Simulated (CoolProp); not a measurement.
n-hexane at 299.11 K and 0.0137 MPa flows at 0.053 m/s in a round tube of 50 mm bore and 1.5 µm roughness, fully developed (64/Re and Nu = 3.66 if laminar; Colebrook and Gnielinski if turbulent). Each further row changes one setting.

The numbers come from the reference Helmholtz-energy equation of state, Thol 2019 in CoolProp.

```json
[
 {"case": "as stated", "Reynolds number": "202", "Darcy friction factor": "0.316", "pressure drop (Pa/m)": "0.00426", "heat-transfer coefficient (W/(m² K))": "1.02", "mass flow (kg/h)": "0.180"},
 {"case": "velocity 0.106 m/s", "Reynolds number": "405", "Darcy friction factor": "0.158", "pressure drop (Pa/m)": "0.00852", "heat-transfer coefficient (W/(m² K))": "1.02", "mass flow (kg/h)": "0.359"},
 {"case": "diameter 100 mm", "Reynolds number": "405", "Darcy friction factor": "0.158", "pressure drop (Pa/m)": "0.00107", "heat-transfer coefficient (W/(m² K))": "0.508", "mass flow (kg/h)": "0.719"}
]
```

Viscosity comes from a separate model (Michailidou 2013). Thermal conductivity comes from a separate model (Assael 2013).
